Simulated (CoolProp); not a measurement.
A single-stage vapour-compression cycle with ethane: evaporating at 203.15 K (dew point), condensing at 246.15 K (bubble point), superheat 2 K, subcooling 0 K, compressor efficiency 0.75, no pressure losses. Each further row changes one setting.

Computed with CoolProp (reference Helmholtz-energy equation of state, Bücker 2006).

```tsv
case	cooling COP	pressure ratio	discharge temperature (K)	refrigerating effect (kJ/kg)	volumetric capacity (kJ/m³)
as stated	2.82	4.66	293.3	350	1640
evaporating temperature 208.15 K	3.35	3.76	286.6	355	2040
condensing temperature 241.15 K	3.29	4.01	284.2	364	1710
subcooling 5 K	2.94	4.66	293.3	364	1710
superheat 12 K	2.79	4.66	305.1	365	1620
compressor efficiency 0.65	2.45	4.66	303.2	350	1640
```
